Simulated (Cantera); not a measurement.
Input (Python, Cantera) and output of one run.

```python
import numpy as np
import cantera as ct

gas_names = """
    H HNO HNO2 HNO3 HO2 H2 H2O H2O2 N NH NH2 NH3 NH2OH NO NO2 NO3 N2 N2H2 N2H4 N2O O OH O2 O3 Si SiH
    SiH2 SiH3 SiH4 SiN SiO SiO2 Si2 Si2N Si3
""".split()
cond_names = """
    H2O(s) H2O(L) Si(cr) Si(L) SiO2(Lqz) SiO2(hqz) SiO2(L) Si2N2O(s) Si3N4(a)
""".split()


def load(file, names, dense=False):
    # The tables refer to 1 bar. Condensed volumes are neglected.
    table = {s.name: s for s in ct.Species.list_from_file(file)}
    out = []
    for n in names:
        d = dict(table[n].input_data)
        d["thermo"] = dict(d["thermo"], **{"reference-pressure": 1e5})
        if dense:
            d["equation-of-state"] = {"model": "constant-volume", "density": "1e6 g/cm^3"}
        out.append(ct.Species.from_dict(d))
    return out


gas = ct.Solution(thermo="ideal-gas", species=load("nasa_gas.yaml", gas_names))
cond = {s.name: ct.Solution(thermo="fixed-stoichiometry", species=[s], name=s.name)
        for s in load("nasa_condensed.yaml", cond_names, dense=True)}
atoms = {
    'SiH4': {'Si': 1, 'H': 4},
    'N2O': {'N': 2, 'O': 1},
    'H2': {'H': 2},
}
top_T = {'Si2N2O(s)': 2100, 'Si3N4(a)': 2400}  # K; cautious upper limits of use, not melting points


def equilibrate(T, P, feed):
    n = {}
    for name, mol in feed.items():
        for a, k in atoms[name].items():
            n[a] = n.get(a, 0.0) + k * mol
    gas.TPX = T, P, n
    mass = sum(n.values()) * gas.mean_molecular_weight
    gas.equilibrate("TP")
    valid = [c for c in cond.values() if c.min_temp <= T <= top_T.get(c.name, c.max_temp)]
    mix = ct.Mixture([(gas, mass / gas.mean_molecular_weight)] + [(c, 0.0) for c in valid])
    mix.T, mix.P = T, P
    mix.equilibrate("TP", solver="vcs", rtol=1e-11, max_steps=5000)
    return mix


results = []
T = 2048.15  # K
P = 35000  # Pa
for m in [1.9, 3.1, 4.3, 5.6, 6.8, 8, 9.2, 10, 12, 13, 14, 15, 17]:
    feed = {'SiH4': 1, 'N2O': m, 'H2': 0.68}  # mol
    mix = equilibrate(T, P, feed)
    results.append((T, P, feed, dict(zip(mix.species_names, mix.species_moles))))

top = {s: max(r[3][s] / sum(r[3][g] for g in gas_names) for r in results) for s in gas_names}
cols = sorted((s for s in top if top[s] > 0.001), key=lambda s: -top[s])[:9]
seen = [c for c in cond_names if any(r[3].get(c, 0) > 1e-12 for r in results)]
print("log10 of partial pressures in bar; condensed amounts in mol")
print(f"{'n(N2O)':>10s}" + "".join(f"{s[:9]:>10s}" for s in cols + seen))
for T, P, feed, n in results:
    ng = sum(n[g] for g in gas_names)
    print(f"{feed['N2O']:10.4g}" + "".join(f"{np.log10(max(n[s] / ng * P / 1e5, 1e-99)):10.3f}" for s in cols)
          + "".join(f"{n.get(c, 0):10.4g}" for c in seen))
```

Output:

```
log10 of partial pressures in bar; condensed amounts in mol
    n(N2O)        N2        H2       H2O        O2       SiO        NO        OH         H   SiO2(L)
       1.9    -0.852    -0.710    -2.545   -10.442    -1.989    -7.316    -5.802    -3.004    0.8615
       3.1    -0.727    -1.022    -1.176    -7.079    -3.670    -5.572    -4.277    -3.161    0.9965
       4.3    -0.667    -1.721    -0.939    -5.207    -4.606    -4.606    -3.691    -3.510    0.9995
       5.6    -0.651    -3.481    -0.974    -1.758    -6.331    -2.873    -2.846    -4.390         1
       6.8    -0.649    -3.706    -1.056    -1.471    -6.474    -2.729    -2.815    -4.503         1
         8    -0.647    -3.840    -1.125    -1.342    -6.539    -2.663    -2.818    -4.569         1
       9.2    -0.646    -3.937    -1.185    -1.266    -6.577    -2.625    -2.828    -4.618         1
        10    -0.645    -3.991    -1.220    -1.230    -6.595    -2.606    -2.837    -4.645         1
        12    -0.643    -4.100    -1.299    -1.168    -6.626    -2.575    -2.861    -4.700         1
        13    -0.643    -4.146    -1.333    -1.146    -6.637    -2.563    -2.872    -4.722         1
        14    -0.642    -4.186    -1.365    -1.128    -6.646    -2.554    -2.884    -4.743         1
        15    -0.642    -4.224    -1.395    -1.113    -6.653    -2.546    -2.895    -4.761    0.9999
        17    -0.641    -4.290    -1.449    -1.089    -6.665    -2.534    -2.916    -4.794    0.9999
```

These are equilibrium values from Cantera (NASA tables, ideal gas, pure condensed phases), not measurements of a reactor. The tables hold silica as quartz up to 1696 K and as liquid above; real silica turns to tridymite and cristobalite and melts near 1996 K. Gases not in the tables: Si(OH)4.
